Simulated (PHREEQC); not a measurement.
Solution (50 °C): 0.03 mol KOH, 0.0066 mol H3BO3 and 0.014 mol (CH3)4NCl per kg of water. Closed to the air; pH follows from the charge balance.

All values are PHREEQC results (ion-association model, phreeqc.dat), not measurements.

```
quantity                   before    after
------------------------  -------  -------
pH                          11.54     5.61
ionic strength (mol/kgw)   0.0440   0.0140
H3BO3 (mol/kgw)           1.75e-5  0.00660
```

Problem. Which change was made?
A. KOH left out
B. temperature from 50 to 15 °C
C. (CH3)4NCl left out
D. diluted 100-fold with water
E. (CH3)4NCl from 0.014 to 0.021 mol/kgw

Solution. A, KOH left out

No solid was allowed to form. (CH3)4N+ isn't in the database: it is added as a free cation with an ion size of 4 Å. At this temperature some constants are extrapolated from 25 °C, and those without enthalpy data are left unchanged.
